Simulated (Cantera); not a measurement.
An adiabatic, constant-volume homogeneous reactor starts with 36.1 % H₂, 12.0 % O₂, 45.1 % N₂, 3.97 % H₂O, 2.81 % NO, at 1525 K and 1.01 bar.

Detailed kinetics in Cantera: GRI-Mech 3.0 (53 species, 325 reactions). Above 3000 K some thermodynamic fits are extrapolated.

Q: Predict: time of steepest temperature rise; temperature at 0.100 s; equilibrium temperature; x(H₂) at 0.100 s; x(O₂) at 0.100 s; x(H₂O) at 0.100 s; x(NO) at 0.100 s; x(N₂O) at 0.100 s; x(H₂O₂) at 0.100 s.

A: 
```
Item                                                                Result
---------------------------------  ---------------------------------------
time of steepest temperature rise                                  12.6 µs
temperature at 0.100 s                                              3013 K
equilibrium temperature                                             3013 K
x(H₂) at 0.100 s                       0.122 (gas-phase equilibrium 0.122)
x(O₂) at 0.100 s                   0.00626 (gas-phase equilibrium 0.00626)
x(H₂O) at 0.100 s                      0.278 (gas-phase equilibrium 0.278)
x(NO) at 0.100 s                   0.00672 (gas-phase equilibrium 0.00672)
x(N₂O) at 0.100 s                  4.13e-7 (gas-phase equilibrium 4.13e-7)
x(H₂O₂) at 0.100 s                 5.26e-7 (gas-phase equilibrium 5.26e-7)
```
